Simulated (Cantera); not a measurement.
What does this Cantera script print?

```python
import numpy as np
import cantera as ct

gas_names = """
    B BH BH2 BH3 BN BO BO2 B2 B2O B2O2 B2O3 B3O3H3 H HBO HBO2 HNO HNO2 HNO3 HO2 H2 H2O H2O2 H3B3O6 N NH
    NH2 NH3 NH2OH NO NO2 NO3 N2 N2H2 N2H4 N2O O OH O2 O3
""".split()
cond_names = """
    B(b) B(L) BN(s) B2O3(L) B3O3H3(cr) H2O(s) H2O(L)
""".split()


# ... load() reads the species with a 1 bar reference pressure and builds the phases ...
atoms = {
    'borazine': {'B': 3, 'N': 3, 'H': 6},
    'H2': {'H': 2},
    'O2': {'O': 2},
}
top_T = {'BN(s)': 3200}  # K; cautious upper limits of use, not melting points


# ... equilibrate(T, P, feed) seeds the gas with the atoms and calls Mixture.equilibrate('TP', solver="vcs", rtol=1e-11, max_steps=5000) ...
results = []
feed = {'borazine': 1, 'H2': 1.2, 'O2': 0.11}  # mol
P = 41000  # Pa
for T in [1275, 1425, 1575, 1725, 1875, 2025, 2175]:
    mix = equilibrate(T, P, feed)
    results.append((T, P, feed, dict(zip(mix.species_names, mix.species_moles))))
    x = sorted(zip(gas.X, gas.species_names), reverse=True)
    print(f"T = {T:g} K  P = {P:g} Pa  gas = {mix.phase_moles(0):.4g} mol")
    print("   x: " + "  ".join(f"{s} {v:.3e}" for v, s in x if v > 0.001))
    print("   condensed (mol): " + ("  ".join(f"{mix.phase(i).name} {mix.phase_moles(i):.4g}"
          for i in range(1, mix.n_phases) if mix.phase_moles(i) > 1e-12) or "none"))
```

Result:

```
T = 1275 K  P = 41000 Pa  gas = 4.271 mol
   x: H2 9.816e-01  N2 1.661e-02  H2O 1.603e-03
   condensed (mol): BN(s) 2.858  B2O3(L) 0.07063
T = 1425 K  P = 41000 Pa  gas = 4.273 mol
   x: H2 9.810e-01  N2 1.657e-02  H2O 1.495e-03
   condensed (mol): BN(s) 2.858  B2O3(L) 0.06886
T = 1575 K  P = 41000 Pa  gas = 4.281 mol
   x: H2 9.775e-01  N2 1.650e-02  HBO2 2.656e-03  HBO 1.584e-03  H2O 1.394e-03
   condensed (mol): BN(s) 2.859  B2O3(L) 0.06044
T = 1725 K  P = 41000 Pa  gas = 4.328 mol
   x: H2 9.600e-01  N2 1.715e-02  HBO 1.027e-02  HBO2 7.607e-03  B2O3 2.808e-03  H2O 1.305e-03
   condensed (mol): BN(s) 2.852  B2O3(L) 0.02085
T = 1875 K  P = 41000 Pa  gas = 4.384 mol
   x: H2 9.420e-01  HBO 2.483e-02  N2 2.061e-02  HBO2 5.066e-03  B2O3 3.233e-03  B2O2 2.177e-03
   condensed (mol): BN(s) 2.819
T = 2025 K  P = 41000 Pa  gas = 4.417 mol
   x: H2 9.308e-01  HBO 3.488e-02  N2 2.351e-02  B2O2 3.430e-03  H 2.900e-03  HBO2 1.557e-03  BO 1.540e-03  B2O3 1.047e-03
   condensed (mol): BN(s) 2.792
T = 2175 K  P = 41000 Pa  gas = 4.443 mol
   x: H2 9.222e-01  HBO 3.775e-02  N2 2.465e-02  H 7.321e-03  BO 3.718e-03  B2O2 3.309e-03
   condensed (mol): BN(s) 2.781
```

Method: chemical equilibrium by Gibbs-energy minimisation in Cantera with the NASA 1993 tables (ideal gas, pure condensed phases). The feed counts by its element totals alone. Mutual solubility and eutectic melting of coexisting phases are not modelled. The tables' values for BH2 are old estimates; treat these amounts as uncertain. Gases not in the tables: H3BO3, B2H6 and higher boranes.
